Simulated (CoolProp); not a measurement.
Vapour-liquid equilibrium of propane (1) + R114 (2) at 38.15 °C; x and y are mole fractions of (1).

The numbers come from the multi-fluid Helmholtz-energy mixture model, Lemmon 2009 and Platzer 1990; pair parameters Bell 2016 in CoolProp. This equation is an older, rougher fit; its heat capacities, sound speeds and derivatives of the liquid may be far off and weren't checked against measurements.

| x | bubble pressure, mixture model (bar) | bubble pressure, Raoult's law (bar) | y, mixture model | y, Raoult's law |
|---|---|---|---|---|
| 0.05 | 3.862 | 3.703 | 0.193 | 0.177 |
| 0.15 | 5.076 | 4.694 | 0.426 | 0.419 |
| 0.25 | 6.179 | 5.685 | 0.564 | 0.577 |
| 0.35 | 7.196 | 6.676 | 0.658 | 0.688 |
| 0.45 | 8.148 | 7.667 | 0.729 | 0.770 |
| 0.55 | 9.058 | 8.658 | 0.788 | 0.833 |
| 0.65 | 9.945 | 9.649 | 0.839 | 0.884 |
| 0.75 | 10.83 | 10.64 | 0.886 | 0.925 |
| 0.85 | 11.72 | 11.63 | 0.931 | 0.959 |
| 0.95 | 12.65 | 12.62 | 0.977 | 0.987 |

The largest gap from Raoult's law is +8.7 % in bubble pressure, at x = 0.25. No azeotrope shows between x = 0.05 and 0.95.

Pair parameters are fitted to limited data, so mixtures are less certain than the pure fluids.
